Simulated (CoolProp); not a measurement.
Cyclopentane along the isotherm 550 K: density (kg/m³) from the reference equation and from simpler models built on Tc = 511.7 K, pc = 4.583 MPa, ω = 0.202; each cubic takes its own stable root.

Computed with CoolProp (reference Helmholtz-energy equation of state, Gedanitz 2015).

```csv
p (MPa),phase,reference
0.145,gas,2.244
0.234,gas,3.641
0.378,gas,5.935
0.611,gas,9.740
0.987,gas,16.14
1.6,gas,27.35
2.58,gas,47.80
4.16,gas,91.35
6.73,supercritical,243.1
10.9,supercritical,425.5
17.6,supercritical,490.0
28.4,supercritical,537.8
45.8,supercritical,581.9
```

Q: How far does each simpler model (ideal gas, van der Waals, Redlich-Kwong, Soave-Redlich-Kwong, Peng-Robinson) lie from the reference over these 13 states: mean and median of the absolute difference, and the worst?

A: 
- ideal gas: mean 21.2 %, median 17.2 %, worst -60.7 % at 550 K and 10.9 MPa
- van der Waals: mean 7.7 %, median 1.1 %, worst -22.8 % at 550 K and 45.8 MPa
- Redlich-Kwong: mean 1.6 %, median 0.1 %, worst -9.5 % at 550 K and 10.9 MPa
- Soave-Redlich-Kwong: mean 2.9 %, median 0.8 %, worst -12.6 % at 550 K and 10.9 MPa
- Peng-Robinson: mean 2.3 %, median 1.5 %, worst +9.6 % at 550 K and 45.8 MPa
